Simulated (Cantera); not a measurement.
Mixture: 3.52 % CH4, 20.3 % O2, 76.2 % N2, equivalence ratio 0.35, at 760 Torr, adiabatic and at constant pressure. Ignition delay is the time to a rise of 400 K.

Model: GRI-Mech 3.0 (53 species, 325 reactions), integrated in Cantera.

**Question.** Predict: delay at 1000 K; delay at 1075 K; delay at 1150 K; delay at 1225 K; delay at 1300 K; delay at 1375 K; apparent activation energy between 1225 and 1375 K.

**Answer.** 
| Quantity | Value |
|---|---|
| delay at 1000 K | 0.648 s |
| delay at 1075 K | 0.178 s |
| delay at 1150 K | 54.5 ms |
| delay at 1225 K | 18.4 ms |
| delay at 1300 K | 6.88 ms |
| delay at 1375 K | 2.86 ms |
| apparent activation energy between 1225 and 1375 K | 170 kJ/mol |
